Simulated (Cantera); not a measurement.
An isothermal plug-flow reactor at 973 K and 495 Torr (inlet), inlet velocity 0.68 m/s, active area per volume 2500 1/m; feed CO : O₂ : N₂ : H₂O = 0.0022 : 0.03 : 0.79 : 0.017 (molar parts), equivalence ratio 0.037.

Detailed kinetics in Cantera: Deutschmann's 1995 Pt surface mechanism with GRI-Mech 3.0 gas chemistry. Catalytic surfaces can have several steady states; this one follows from the mechanism file's or the stated starting coverage. Mass transfer to the wall is taken as infinitely fast.

### Question
What does this change do: temperature 973 to 575 K?

### Answer
| quantity | before | after |
|---|---|---|
| x(CO) at z = 0.0037 m | <1e-12 | 0.00214 |
| x(O₂) at z = 0.0037 m | 0.0345 | 0.0355 |
| x(H₂O) at z = 0.0037 m | 0.0203 | 0.0203 |
| x(CO₂) at z = 0.0037 m | 0.00262 | 0.000481 |
| θ(free Pt) at the exit | 0.244 | 0.00317 |
| θ(O*) at the exit | 0.754 | 0.992 |
| θ(OH*) at the exit | 0.00246 | 0.00355 |
